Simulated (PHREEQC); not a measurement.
## Spent oxide etchant (model solution)

Consider water at 25 °C with 0.027 mol HF, 0.00092 mol (NH4)2SiF6, 0.0076 mol H3BO3 and 0.00022 mol H2SO4 per kg of water. It is in equilibrium with CO2 at log p = 0 (atm). Otherwise closed; pH follows from the charge balance.

Equilibrium calculation in PHREEQC: ion-association model, phreeqc.dat.

Each row changes one thing in this solution. Precipitation was switched off in this run.

```
case                                                 pH  ionic strength (mol/kgw)  BF4- (mol/kgw)  HF (mol/kgw)  H3BO3 (mol/kgw)  F- (mol/kgw)
-------------------------------------------------  ----  ------------------------  --------------  ------------  ---------------  ------------
as made                                            2.22                   0.00948         0.00515       0.00444          0.00190      0.000545
diluted 5-fold with water                          2.80                   0.00223        0.000502       0.00218         0.000880      0.000968
(NH4)2SiF6 replaced by NaHF2 at the same molality  2.25                   0.00720         0.00550       0.00469          0.00155      0.000606
diluted 100-fold with water                        3.57                  0.000296        7.88e-10       9.24e-5          7.59e-5      0.000233
H3BO3 from 0.0076 to 0.00152 mol/kgw               2.34                   0.00787         0.00148        0.0177          1.64e-6       0.00285
(NH4)2SiF6 from 0.00092 to 0.00138 mol/kgw         2.22                    0.0109         0.00516       0.00443          0.00188      0.000551
(NH4)2SiF6 from 0.00092 to 0.0092 mol/kgw          2.24                    0.0342         0.00531       0.00442          0.00172      0.000618
0.0025 mol/kgw NaHSO4 added                        2.13                    0.0152         0.00514       0.00461          0.00193      0.000476
HF from 0.027 to 0.27 mol/kgw                      1.69                    0.0261         0.00759         0.217          1.51e-9       0.00836
```

Some of these states are supersaturated (in Quartz (slow to form), for instance). SiF6-2 is the database's only silicon fluoride. Real BF4- forms and hydrolyses slowly; the run takes it at equilibrium.
